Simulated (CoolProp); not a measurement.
Isobutane along the isobar 18.6 MPa: density (kg/m³) from the reference equation and from simpler models built on Tc = 407.8 K, pc = 3.629 MPa, ω = 0.184; each cubic takes its own stable root.

The numbers come from the reference Helmholtz-energy equation of state, Bücker 2006 in CoolProp.

| T (K) | phase | reference |
|---|---|---|
| 167.9 | liquid | 698.9 |
| 189.1 | liquid | 680.1 |
| 210.3 | liquid | 661.3 |
| 231.5 | liquid | 642.3 |
| 252.6 | liquid | 623.2 |
| 273.8 | liquid | 603.6 |
| 295 | liquid | 583.7 |
| 316.2 | liquid | 563.4 |
| 337.3 | liquid | 542.5 |
| 358.5 | liquid | 520.8 |
| 379.7 | liquid | 498.4 |

Task: How far does each simpler model (van der Waals, Redlich-Kwong, Soave-Redlich-Kwong, Peng-Robinson) lie from the reference over these 11 states: mean and median of the absolute difference, and the worst?

Result: 
- van der Waals: mean 32.9 %, median 33.3 %, worst -36.7 % at 167.9 K and 18.6 MPa
- Redlich-Kwong: mean 6.1 %, median 5.8 %, worst -7.5 % at 167.9 K and 18.6 MPa
- Soave-Redlich-Kwong: mean 5.1 %, median 4.9 %, worst -7.1 % at 167.9 K and 18.6 MPa
- Peng-Robinson: mean 6.4 %, median 6.8 %, worst +7.4 % at 316.2 K and 18.6 MPa
